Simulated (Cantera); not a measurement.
Input: 1 mol SiH₂Cl₂, 2.5 mol N₂, 0.29 mol H₂, equilibrated at 2048.15 K and 10.0 Torr.

These are equilibrium values from Cantera (NASA tables, ideal gas, pure condensed phases), not measurements of a reactor. Candidate condensed phases: NH₄Cl, Si, Si₃N₄; 28 gas species. The tables' values for SiCl, SiCl₃, SiN are old estimates; treat these amounts as uncertain. Gases not in the tables: Si₂H₆ and higher silanes. The numbers say what is thermodynamically allowed, not how fast it happens.

Base state: N₂ 0.515, H₂ 0.204, SiCl₂ 0.144, HCl 0.114, H 0.00877, Si 0.00568, SiCl 0.00392, Cl 0.00362 (mole fractions); condensed: Si(l).

**Question.** What changes in the equilibrium state with this change: temperature from 2048.15 K to 700 K?

**Answer.** 
```json
[
 {"species": "N₂", "before": "0.515", "after": "0.496"},
 {"species": "HCl", "before": "0.114", "after": "0.243"},
 {"species": "H₂", "before": "0.204", "after": "0.198"},
 {"species": "SiCl₂", "before": "0.144", "after": "<1e-9"},
 {"species": "SiCl₄", "before": "4.95e-6", "after": "0.0629"},
 {"species": "H", "before": "0.00877", "after": "<1e-9"},
 {"species": "Si", "before": "0.00568", "after": "<1e-9"},
 {"species": "SiCl", "before": "0.00392", "after": "<1e-9"},
 {"species": "Cl", "before": "0.00362", "after": "<1e-9"},
 {"species": "SiH", "before": "0.000180", "after": "<1e-9"},
 {"species": "Si(l), mol", "before": "0.247", "after": "0"},
 {"species": "Si₃N₄(s), mol", "before": "0", "after": "0.249"}
]
```
N₂ is the only nitrogen source here; it is nearly inert below about 1500 K, so the nitride shown seldom forms there in practice.

**Question.** What changes in the equilibrium state with this change: H₂ from 0.29 to 34 mol?

**Answer.** 
```csv
species,before,after
H₂,0.204,0.865
N₂,0.515,0.0639
HCl,0.114,0.0410
SiCl₂,0.144,0.00440
H,0.00877,0.0181
Si,0.00568,0.00568
SiCl₃,0.000816,4.36e-6
Cl,0.00362,0.000634
SiCl,0.00392,0.000685
"Si(l), mol",0.247,0.547
```
The tables' values for SiCl, SiN are old estimates; treat these amounts as uncertain.

**Question.** What changes in the equilibrium state with this change: temperature from 2048.15 K to 1100 K?

**Answer.** 
```tsv
species	before	after
N₂	0.515	0.478
HCl	0.114	0.328
H₂	0.204	0.153
SiCl₂	0.144	4.07e-5
SiCl₄	4.95e-6	0.0404
Si	0.00568	<1e-9
SiCl	0.00392	<1e-9
SiH	0.000180	<1e-9
Si₂N	0.000138	<1e-9
Si(l), mol	0.247	0
Si₃N₄(s), mol	0	0.278
```
N₂ is the only nitrogen source here; it is nearly inert below about 1500 K, so the nitride shown seldom forms there in practice. The tables' values for SiCl₃ are old estimates; treat these amounts as uncertain.
